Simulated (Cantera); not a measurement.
# Thermodynamics of chemical vapour transport, feed Fe2O3 + Cl2 + H2

A closed system holds: 1 mol Fe2O3, 0.61 mol Cl2, 0.23 mol H2, at 1450 °C and 0.110 bar.

Equilibrium computed with Cantera from the NASA thermochemical tables; the gas is ideal and each condensed phase is pure. Candidate condensed phases: Fe, FeCl2, FeCl3, FeO, Fe(OH)2, Fe(OH)3, Fe2O3, Fe3O4, H2O; 22 gas species. Kinetics and transport are ignored.

x(O2): 0.311
x(HCl): 0.294
x(FeCl2): 0.286
x(Cl): 0.0573
x(H2O): 0.0347
x(FeCl3): 0.00894
x(Cl2): 0.00770
x(OH): 0.000479
x(ClO): 0.000203
n(Fe3O4(s)): 0.543 mol
gas amount: 1.264 mol
log10 activity of FeCl2(l) (absent): -2.65
log10 activity of Fe(δ) (absent): -4.82
